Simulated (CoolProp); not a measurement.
Values from CoolProp's reference Helmholtz-energy equation of state, Smukala 2000.

Question: For ethylene, give the phase and the speed of sound (m/s), Joule-Thomson coefficient (K/MPa) at -3.65 °C and 2.87 bar; 104.85 °C and 0.269 bar; 23.25 °C and 8.9 bar.

Answer: 
- -3.65 °C and 2.87 bar: gas; speed of sound 313, Joule-Thomson coefficient 13.2
- 104.85 °C and 0.269 bar: gas; speed of sound 366, Joule-Thomson coefficient 5.57
- 23.25 °C and 8.9 bar: gas; speed of sound 319, Joule-Thomson coefficient 10.6
